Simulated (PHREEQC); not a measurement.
PHREEQC input (ion-association model, wateq4f.dat):

```
SOLUTION_MASTER_SPECIES
  Tma  Tma+  0  Tma  74.145  # tetramethylammonium, taken as a free cation
SOLUTION_SPECIES
  Tma+ = Tma+
    -log_k 0
    -gamma 4.0 0
SOLUTION 1
  temp 25
  units mmol/kgw
  pH 7 charge
  Tma 28
  S(6) 0.27
  K 0.54
  B 3.3
SOLUTION 2
  temp 25
  units mmol/kgw
  pH 7 charge
  S(6) 5.2
END
SELECTED_OUTPUT 1
  -reset false
  -pH true
  -pe true
  -ionic_strength true
  -water true
  -totals B K S Tma S(-2) S(6)
  -molalities H+ H3BO3 K+ SO4-2 H2BO3- KSO4- HSO4- H2S HS- S-2
    O2 OH- Tma+
PRINT
  -reset false
MIX 1
  1 1
  2 0
EQUILIBRIUM_PHASES 1
  O2(g) -0.68 10
END
# ... the last block is repeated for the other 20 points of share of solution B
```

Selected output (columns that matter, 21 of 21 rows; share of solution B added in front):

```
share of solution B	pH	mu	B	K	S	Tma	m_H+	m_H3BO3	m_K+	m_SO4-2	m_H2BO3-	m_HSO4-	m_OH-	m_Tma+
0	12.32	0.028809	0.0033	0.00054	0.00027	0.028	5.4624e-13	2.2861e-06	0.00053946	0.00026946	0.0032977	7.8575e-15	0.024702	0.028
0.05	12.29	0.027627	0.003135	0.000513	0.0005165	0.0266	5.8527e-13	2.3392e-06	0.00051201	0.00051551	0.0031326	1.6259e-14	0.022947	0.0266
0.1	12.256	0.026446	0.0029699	0.00048599	0.00076299	0.0252	6.3068e-13	2.4009e-06	0.00048459	0.00076159	0.0029675	2.6138e-14	0.021192	0.0252
0.15	12.22	0.025264	0.0028049	0.00045899	0.0010095	0.023799	6.842e-13	2.4736e-06	0.00045722	0.0010077	0.0028024	3.7899e-14	0.019437	0.023799
0.2	12.18	0.024083	0.0026399	0.00043198	0.001256	0.022399	7.4823e-13	2.5605e-06	0.00042989	0.0012539	0.0026373	5.2111e-14	0.017682	0.022399
0.25	12.136	0.022902	0.0024749	0.00040498	0.0015024	0.020999	8.2623e-13	2.6664e-06	0.00040261	0.0015001	0.0024722	6.9589e-14	0.015927	0.020999
0.3	12.087	0.021721	0.0023099	0.00037798	0.0017489	0.019599	9.2339e-13	2.7981e-06	0.00037537	0.0017463	0.0023071	9.1559e-14	0.014172	0.019599
0.35	12.031	0.02054	0.0021449	0.00035098	0.0019954	0.018199	1.0478e-12	2.9668e-06	0.00034818	0.0019926	0.0021419	1.1994e-13	0.012417	0.018199
0.4	11.966	0.019359	0.0019799	0.00032398	0.0022418	0.016799	1.2129e-12	3.1905e-06	0.00032104	0.0022389	0.0019767	1.579e-13	0.010662	0.016799
0.45	11.89	0.018178	0.0018148	0.00029697	0.0024883	0.015399	1.4427e-12	3.5018e-06	0.00029395	0.0024853	0.0018113	2.1115e-13	0.0089078	0.015399
0.5	11.796	0.016997	0.0016498	0.00026997	0.0027347	0.013999	1.7848e-12	3.9649e-06	0.00026691	0.0027317	0.0016459	2.9094e-13	0.0071533	0.013999
0.55	11.676	0.015817	0.0014848	0.00024297	0.0029812	0.012599	2.3484e-12	4.727e-06	0.00023993	0.0029781	0.0014801	4.232e-13	0.0053992	0.012599
0.6	11.507	0.014636	0.0013199	0.00021598	0.0032276	0.011199	3.4526e-12	6.217e-06	0.000213	0.0032247	0.0013136	6.8362e-13	0.0036458	0.011199
0.65	11.225	0.013456	0.0011549	0.00018898	0.0034741	0.0097988	6.5909e-12	1.0426e-05	0.00018613	0.0034712	0.0011444	1.4267e-12	0.0018952	0.0097988
0.7	10.264	0.012276	0.00098987	0.00016198	0.0037205	0.0083989	6.0018e-11	7.6448e-05	0.00015932	0.0037179	0.00091342	1.4145e-11	0.00020643	0.0083989
0.75	3.2334	0.011583	0.00082491	0.00013498	0.0039671	0.0069992	0.00064309	0.00082491	0.00013269	0.0038079	9.1489e-10	0.00015682	1.9169e-11	0.0069992
0.8	2.6993	0.011597	0.00065994	0.00010799	0.0042136	0.0055995	0.0021998	0.00065994	0.00010621	0.0036919	2.14e-10	0.00051997	5.6044e-12	0.0055995
0.85	2.4651	0.011644	0.00049497	8.0995e-05	0.0044602	0.0041997	0.0037727	0.00049497	7.9696e-05	0.0035919	9.362e-11	0.00086701	3.2689e-12	0.0041997
0.9	2.3127	0.011718	0.00032999	5.3998e-05	0.0047068	0.0027999	0.0053591	0.00032999	5.3153e-05	0.0035053	4.3964e-11	0.0012006	2.3025e-12	0.0027999
0.95	2.1995	0.011813	0.000165	2.6999e-05	0.0049534	0.0014	0.0069569	0.000165	2.6587e-05	0.0034301	1.6947e-11	0.0015229	1.7749e-12	0.0014
1	2.1094	0.011928	0	0	0.0052	0	0.0085643	0	0	0.0033643	0	0.0018357	1.443e-12	0
```

(CH3)4N+ isn't in the database: it is added as a free cation with an ion size of 4 Å.
